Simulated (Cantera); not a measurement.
Input (Python, Cantera) and output of one run.

```python
import numpy as np
import cantera as ct

gas_names = """
    C CH CH2 CH3 CH2OH CH3O CH4 CH3OH CO CO2 COOH C2 C2H CHCO,ketyl C2H2,acetylene C2H2,vinylidene
    CH2CO,ketene C2H3,vinyl CH3CO,acetyl C2H4 C2H4O,ethylen CH3CHO,ethanal CH3COOH (HCOOH)2 C2H5 C2H6
    CH3OCH3 C2H5OH C2O C3 C3H3,propargyl C3H4,allene C3H4,propyne C3H4,cyclo- C3H5,allyl C3H6,propylene
    C3H6,cyclo- C3H6O C3H7,n-propyl C3H7,i-propyl C3H8 C3H8O,1propanol C3H8O,2propanol C3O2 C4 C4H2
    C4H4,1,3-cyclo- C4H6,butadiene C4H6,2-butyne C4H6,cyclo- C4H8,1-butene C4H8,cis2-buten
    C4H8,tr2-butene C4H8,isobutene C4H8,cyclo- (CH3COOH)2 C4H9,n-butyl C4H9,i-butyl C4H9,s-butyl
    C4H9,t-butyl C4H10,isobutane C4H10,n-butane C5 C5H6,1,3cyclo- C5H8,cyclo- C5H10,1-pentene
    C5H10,cyclo- C5H11,pentyl C5H11,t-pentyl C5H12,n-pentane C5H12,i-pentane CH3C(CH3)2CH3 C6H2
    C6H5,phenyl C6H5O,phenoxy C6H6 C6H5OH,phenol C6H10,cyclo- C6H12,1-hexene C6H12,cyclo- C6H13,n-hexyl
    C7H7,benzyl C7H8 C7H8O,cresol C7H14,1-heptene C7H15,n-heptyl C7H16,n-heptane C8H8,styrene
    C8H10,ethylbenz C8H16,1-octene C8H17,n-octyl C8H18,isooctane C8H18,n-octane C9H19,n-nonyl
    C10H8,naphthale C10H21,n-decyl C12H9,o-bipheny C12H10,bipheny Fe FeC5O5 FeO Fe(OH)2 H HCO HO2 H2
    HCHO,formaldehy HCOOH H2O H2O2 O OH O2 O3
""".split()
cond_names = """
    C(gr) C6H6(L) C7H8(L) C8H18(L),n-octa Fe(a) Fe(c) Fe(d) Fe(L) FeC5O5(L) FeO(s) FeO(L) Fe(OH)2(s)
    Fe(OH)3(s) Fe2O3(s) Fe3O4(s) H2O(s) H2O(L)
""".split()


def load(file, names, dense=False):
    # The tables refer to 1 bar. Condensed volumes are neglected.
    table = {s.name: s for s in ct.Species.list_from_file(file)}
    out = []
    for n in names:
        d = dict(table[n].input_data)
        d["thermo"] = dict(d["thermo"], **{"reference-pressure": 1e5})
        if dense:
            d["equation-of-state"] = {"model": "constant-volume", "density": "1e6 g/cm^3"}
        out.append(ct.Species.from_dict(d))
    return out


gas = ct.Solution(thermo="ideal-gas", species=load("nasa_gas.yaml", gas_names))
cond = {s.name: ct.Solution(thermo="fixed-stoichiometry", species=[s], name=s.name)
        for s in load("nasa_condensed.yaml", cond_names, dense=True)}
atoms = {
    'Fe(CO)5': {'Fe': 1, 'C': 5, 'O': 5},
    'H2': {'H': 2},
    'CO': {'C': 1, 'O': 1},
}
top_T = {'C(gr)': 4500, 'Fe2O3(s)': 1830, 'Fe3O4(s)': 1870}  # K; cautious upper limits of use, not melting points


def equilibrate(T, P, feed):
    n = {}
    for name, mol in feed.items():
        for a, k in atoms[name].items():
            n[a] = n.get(a, 0.0) + k * mol
    gas.TPX = T, P, n
    mass = sum(n.values()) * gas.mean_molecular_weight
    gas.equilibrate("TP")
    valid = [c for c in cond.values() if c.min_temp <= T <= top_T.get(c.name, c.max_temp)]
    mix = ct.Mixture([(gas, mass / gas.mean_molecular_weight)] + [(c, 0.0) for c in valid])
    mix.T, mix.P = T, P
    mix.equilibrate("TP", solver="vcs", rtol=1e-11, max_steps=5000)
    return mix


results = []
feed = {'Fe(CO)5': 1, 'H2': 0.15, 'CO': 0.43}  # mol
T = 1198.15  # K
P = 260000  # Pa
mix = equilibrate(T, P, feed)
results.append((T, P, feed, dict(zip(mix.species_names, mix.species_moles))))
print(gas.report(threshold=1e-06))
for i in range(1, mix.n_phases):
    print(f"{mix.phase(i).name:16s} {mix.phase_moles(i):12.5e} mol")
```

Result:

```
       temperature   1198.2 K
          pressure   2.6e+05 Pa
           density   0.73087 kg/m^3
  mean mol. weight   28.003 kg/kmol
   phase of matter   gas

                          1 kg             1 kmol
                     ---------------   ---------------
          enthalpy        -3.254e+06       -9.1123e+07  J
   internal energy       -3.6097e+06       -1.0109e+08  J
           entropy            8396.8        2.3514e+05  J/K
    Gibbs function       -1.3315e+07       -3.7285e+08  J
 heat capacity c_p            1248.4             34959  J/K
 heat capacity c_v            951.48             26645  J/K

                      mass frac. Y      mole frac. X     chem. pot. / RT
                     ---------------   ---------------   ---------------
               CH4        1.6571e-05        2.8925e-05           -43.106
                CO           0.92867           0.92845           -36.308
               CO2          0.068329          0.043478           -70.818
                H2         0.0018972          0.026353           -20.654
               H2O         0.0010845         0.0016859           -55.164
     [ +109 minor]        4.6704e-08        6.0506e-08

C(gr)             2.40965e-01 mol
Fe(c)             1.00000e+00 mol
FeC5O5(L)         0.00000e+00 mol
FeO(s)            0.00000e+00 mol
Fe(OH)2(s)        0.00000e+00 mol
Fe(OH)3(s)        0.00000e+00 mol
Fe2O3(s)          0.00000e+00 mol
Fe3O4(s)          0.00000e+00 mol
```

Cantera equilibrium calculation (NASA polynomials, part measured and part estimated; ideal gas, pure solids and liquids). Condensed phases not in the tables: cementite and carbon dissolved in iron.
